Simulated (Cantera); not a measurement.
Input: 1 mol C₆H₆, 53 mol H₂, 0.25 mol N₂, held at 2098.15 K and 0.0133 bar.

Cantera equilibrium calculation (NASA polynomials, part measured and part estimated; ideal gas, pure solids and liquids). Candidate condensed phases: C, C₆H₆, C₇H₈, C₈H₁₈; 92 gas species. The numbers say what is thermodynamically allowed, not how fast it happens.

Base state: H₂ 0.967, H 0.0262, N₂ 0.00370, C₂H₂ (acetylene) 0.00138, HCN 0.00128, HNC 8.59e-5 (mole fractions); condensed: C(graphite).

What changes in the equilibrium state with this change: N₂ from 0.25 to 1.5 mol?


| species | before | after |
|---|---|---|
| H₂ | 0.967 | 0.945 |
| H | 0.0262 | 0.0259 |
| N₂ | 0.00370 | 0.0240 |
| HCN | 0.00128 | 0.00321 |
| HNC | 8.59e-5 | 0.000216 |
| C₂H₂ (acetylene) | 0.00138 | 0.00135 |
| C(graphite), mol | 5.76 | 5.64 |
